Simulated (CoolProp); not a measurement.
Saturation properties of R152A (Tc = 386.4 K, pc = 4.517 MPa, ω = 0.275).

Computed with CoolProp (reference Helmholtz-energy equation of state, Outcalt 1996). It is a modified Benedict-Webb-Rubin equation, recast in Helmholtz form.

| T (K) | p (MPa) | vapour density (kg/m³) | enthalpy of vaporisation (kJ/kg) | liquid conductivity (mW/(m K)) |
|---|---|---|---|---|
| 199.9 | 0.006041 | 0.2415 | 370.0 | 152 |
| 213 | 0.01486 | 0.5605 | 359.8 | 144 |
| 226 | 0.03220 | 1.154 | 349.5 | 136 |
| 239.1 | 0.06362 | 2.182 | 338.6 | 129 |
| 252.2 | 0.1159 | 3.830 | 327.2 | 123 |
| 265.3 | 0.1973 | 6.332 | 314.9 | 116 |
| 278.4 | 0.3175 | 9.979 | 301.7 | 110 |
| 291.5 | 0.4874 | 15.13 | 287.2 | 104 |
| 304.6 | 0.7189 | 22.26 | 271.3 | 98.2 |
| 317.7 | 1.025 | 32.02 | 253.5 | 92.6 |

It boils at 249.1 K under 1 atm.

Thermal conductivity comes from a separate model (Krauss 1996).
